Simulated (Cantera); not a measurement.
Equilibrium for roasting and sulfation: FeS + O2 + CO2

Charge: 1 mol FeS, 0.19 mol O2, 0.063 mol CO2, equilibrated at 0.490 bar.

These are equilibrium values from Cantera (NASA tables, ideal gas, pure condensed phases), not measurements of a reactor. Candidate condensed phases: C, Fe, Fe(CO)5, FeO, FeS, FeSO4, FeS2, Fe2O3, Fe2(SO4)3, Fe3O4, S; 25 gas species. Mutual solubility and eutectic melting of coexisting phases are not modelled. FeS: taken at fixed stoichiometry. Gases not in the tables: S3 to S7. Equilibrium is a limit: real reactors are often held back by kinetics, nucleation or transport.

From 725 K to 875 K the condensed part is FeS(s) + FeS2(s) + Fe3O4(s). From 925 K to 1075 K the condensed part is FeS(s) + Fe3O4(s).

| T (K) | x CO2 | x SO2 | x S2 | x S2O | x CO | x COS | x SO | n FeS(s) | n FeS2(s) | n Fe3O4(s) |
|---|---|---|---|---|---|---|---|---|---|---|
| 725 | 1.000 | 7.14e-5 | 2.44e-6 | 3.05e-8 | 0.000111 | 3.30e-5 | 1.02e-10 | 0.430 | 0.285 | 0.0950 |
| 775 | 0.998 | 0.00197 | 5.09e-5 | 1.50e-6 | 0.000135 | 6.88e-5 | 4.22e-9 | 0.430 | 0.285 | 0.0949 |
| 825 | 0.963 | 0.0358 | 0.000734 | 4.55e-5 | 0.000155 | 0.000128 | 1.10e-7 | 0.439 | 0.279 | 0.0938 |
| 875 | 0.529 | 0.462 | 0.00779 | 0.000929 | 0.000100 | 0.000126 | 1.97e-6 | 0.652 | 0.146 | 0.0675 |
| 925 | 0.355 | 0.630 | 0.0133 | 0.00158 | 0.000141 | 0.000118 | 6.49e-6 | 0.883 | 0 | 0.0390 |
| 975 | 0.354 | 0.626 | 0.0172 | 0.00185 | 0.000296 | 0.000154 | 1.55e-5 | 0.882 | 0 | 0.0393 |
| 1025 | 0.354 | 0.622 | 0.0217 | 0.00215 | 0.000580 | 0.000197 | 3.41e-5 | 0.881 | 0 | 0.0397 |
| 1075 | 0.353 | 0.617 | 0.0268 | 0.00245 | 0.00107 | 0.000246 | 6.95e-5 | 0.880 | 0 | 0.0401 |
x: gas mole fraction; n: condensed amount in mol.
